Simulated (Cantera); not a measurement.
Mixture: CH₄ : C₂H₆ : O₂ : N₂ = 1 : 0.032 : 3.58 : 12.2 (molar parts), at 1.40 bar, adiabatic and at constant pressure. Ignition delay is the time to a rise of 400 K.

Detailed kinetics in Cantera: GRI-Mech 3.0 (53 species, 325 reactions).

Q: What does this change do: pressure from 1.40 bar to 8.90 bar?

A: 
| quantity | before | after |
|---|---|---|
| delay at 1200 K | 10.9 ms | 2.12 ms |
| delay at 1275 K | 4.18 ms | 0.903 ms |
| delay at 1350 K | 1.69 ms | 0.407 ms |
| delay at 1425 K | 0.728 ms | 0.192 ms |
| delay at 1500 K | 0.339 ms | 94.8 µs |
| delay at 1575 K | 0.173 ms | 49.2 µs |
| delay at 1650 K | 96.9 µs | 27.0 µs |
| apparent activation energy between 1500 and 1650 K | 170 kJ/mol | 170 kJ/mol |

Q: What does this change do: C2H6 0.032 to 0.014 parts?

A: 
```json
[
 {"quantity": "delay at 1200 K", "before": "10.9 ms", "after": "16.4 ms"},
 {"quantity": "delay at 1275 K", "before": "4.18 ms", "after": "6.03 ms"},
 {"quantity": "delay at 1350 K", "before": "1.69 ms", "after": "2.36 ms"},
 {"quantity": "delay at 1425 K", "before": "0.728 ms", "after": "0.988 ms"},
 {"quantity": "delay at 1500 K", "before": "0.339 ms", "after": "0.451 ms"},
 {"quantity": "delay at 1575 K", "before": "0.173 ms", "after": "0.227 ms"},
 {"quantity": "delay at 1650 K", "before": "96.9 µs", "after": "0.126 ms"},
 {"quantity": "apparent activation energy between 1500 and 1650 K", "before": "170 kJ/mol", "after": "170 kJ/mol"}
]
```
